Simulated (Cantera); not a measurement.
A closed system holds: 1 mol H2S, 0.22 mol O2, equilibrated at 1223.15 K and 100 Torr.

Method: chemical equilibrium by Gibbs-energy minimisation in Cantera with the NASA 1993 tables (ideal gas, pure condensed phases). Candidate condensed phases: H2O, H2SO4, S; 19 gas species. Gases not in the tables: S3 to S7. Rates play no part.

Base state: H2O 0.337, H2S 0.336, S2 0.219, H2 0.105, SO2 0.00233, SH 0.000636, S2O 0.000501, SO 5.19e-5 (mole fractions); condensed: gas only.

Task: What changes in the equilibrium state with this change: O2 from 0.22 to 1.5 mol?

Result: 
```tsv
species	before	after
H2O	0.337	0.500
SO2	0.00233	0.500
SO3	<1e-9	3.33e-5
H2S	0.336	1.00e-9
S2	0.219	<1e-9
H2	0.105	3.27e-5
SH	0.000636	<1e-9
S2O	0.000501	<1e-9
```

Task: What changes in the equilibrium state with this change: pressure from 100 Torr to 11300 Torr?

Result: 
```json
[
 {"species": "H2S", "before": "0.336", "after": "0.463"},
 {"species": "H2O", "before": "0.337", "after": "0.339"},
 {"species": "S2", "before": "0.219", "after": "0.170"},
 {"species": "H2", "before": "0.105", "after": "0.0154"},
 {"species": "S2O", "before": "0.000501", "after": "0.00265"},
 {"species": "SO2", "before": "0.00233", "after": "0.00902"},
 {"species": "SH", "before": "0.000636", "after": "0.000215"}
]
```
